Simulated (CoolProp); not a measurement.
Properties of chlorine along the isobar 81.5 bar (Tc = 416.9 K, pc = 76.42 bar, ω = 0.070).

The numbers come from the reference Helmholtz-energy equation of state, Thol 2021 in CoolProp.

| T (K) | phase | density (kg/m³) | speed of sound (m/s) |
|---|---|---|---|
| 303.2 | liquid | 1399 | 843.0 |
| 313.7 | liquid | 1367 | 801.3 |
| 324.3 | liquid | 1334 | 758.1 |
| 334.8 | liquid | 1299 | 714.1 |
| 345.3 | liquid | 1263 | 668.3 |
| 355.9 | liquid | 1224 | 619.8 |
| 366.4 | liquid | 1182 | 568.9 |
| 376.9 | liquid | 1135 | 514.4 |
| 387.5 | liquid | 1083 | 454.3 |
| 398 | liquid | 1021 | 387.6 |
| 408.5 | liquid | 939.5 | 308.1 |
| 419.1 | supercritical | 772.5 | 190.8 |
| 429.6 | supercritical | 313.8 | 189.2 |
